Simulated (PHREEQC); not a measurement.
0.071 g of hydrous ferric oxide (600 m²/g; 0.2 weak and 0.005 strong sites per Fe, Dzombak-Morel constants, diffuse double layer) in 1 kg of water with 0.3 mol/kgw of an inert sodium salt and 0.004 mmol/kgw CuCl2 and 0.0054 mmol/kgw MnCl2, at 25 °C; the pH is set by adding NaOH or the inert anion's acid. No oxygen is let in. No CO2 enters from the air. Nothing may precipitate in this run.

The numbers come from PHREEQC with the ion-association model, wateq4f.dat.

```json
[
 {"pH": "3", "Cu sorbed (%)": "0.0", "Mn sorbed (%)": "0.0", "surface charge σ (C/m²)": "0.368", "surface potential ψ (mV)": "126"},
 {"pH": "3.38", "Cu sorbed (%)": "0.0", "Mn sorbed (%)": "0.0", "surface charge σ (C/m²)": "0.365", "surface potential ψ (mV)": "125"},
 {"pH": "3.75", "Cu sorbed (%)": "0.2", "Mn sorbed (%)": "0.0", "surface charge σ (C/m²)": "0.357", "surface potential ψ (mV)": "124"},
 {"pH": "4.12", "Cu sorbed (%)": "0.9", "Mn sorbed (%)": "0.0", "surface charge σ (C/m²)": "(withheld)", "surface potential ψ (mV)": "122"},
 {"pH": "4.5", "Cu sorbed (%)": "4.4", "Mn sorbed (%)": "0.0", "surface charge σ (C/m²)": "0.318", "surface potential ψ (mV)": "118"},
 {"pH": "4.88", "Cu sorbed (%)": "17.7", "Mn sorbed (%)": "0.0", "surface charge σ (C/m²)": "0.282", "surface potential ψ (mV)": "112"},
 {"pH": "5.25", "Cu sorbed (%)": "(withheld)", "Mn sorbed (%)": "0.0", "surface charge σ (C/m²)": "0.241", "surface potential ψ (mV)": "104"},
 {"pH": "5.62", "Cu sorbed (%)": "74.4", "Mn sorbed (%)": "0.1", "surface charge σ (C/m²)": "0.198", "surface potential ψ (mV)": "95"},
 {"pH": "6", "Cu sorbed (%)": "92.0", "Mn sorbed (%)": "0.4", "surface charge σ (C/m²)": "0.156", "surface potential ψ (mV)": "83"},
 {"pH": "6.38", "Cu sorbed (%)": "97.9", "Mn sorbed (%)": "1.7", "surface charge σ (C/m²)": "0.119", "surface potential ψ (mV)": "71"},
 {"pH": "6.75", "Cu sorbed (%)": "99.4", "Mn sorbed (%)": "6.3", "surface charge σ (C/m²)": "0.088", "surface potential ψ (mV)": "(withheld)"},
 {"pH": "7.12", "Cu sorbed (%)": "99.7", "Mn sorbed (%)": "18.3", "surface charge σ (C/m²)": "0.061", "surface potential ψ (mV)": "43"},
 {"pH": "7.5", "Cu sorbed (%)": "99.7", "Mn sorbed (%)": "39.1", "surface charge σ (C/m²)": "0.038", "surface potential ψ (mV)": "29"},
 {"pH": "7.88", "Cu sorbed (%)": "99.6", "Mn sorbed (%)": "64.1", "surface charge σ (C/m²)": "0.017", "surface potential ψ (mV)": "14"},
 {"pH": "8.25", "Cu sorbed (%)": "99.5", "Mn sorbed (%)": "(withheld)", "surface charge σ (C/m²)": "-0.002", "surface potential ψ (mV)": "-2"},
 {"pH": "8.62", "Cu sorbed (%)": "99.3", "Mn sorbed (%)": "95.4", "surface charge σ (C/m²)": "-0.022", "surface potential ψ (mV)": "-17"},
 {"pH": "9", "Cu sorbed (%)": "99.0", "Mn sorbed (%)": "98.8", "surface charge σ (C/m²)": "-0.044", "surface potential ψ (mV)": "-33"}
]
```

Question: Some entries are withheld; supply them.

Answer: 
- 4.12, surface charge σ (C/m²): 0.343
- 5.25, Cu sorbed (%): 44.9
- 6.75, surface potential ψ (mV): 57
- 8.25, Mn sorbed (%): 84.9

The database's constant for dissolved Cu(OH)2 is higher than later reviews accept. The oxide is taken as insoluble; below pH 4 it would dissolve.
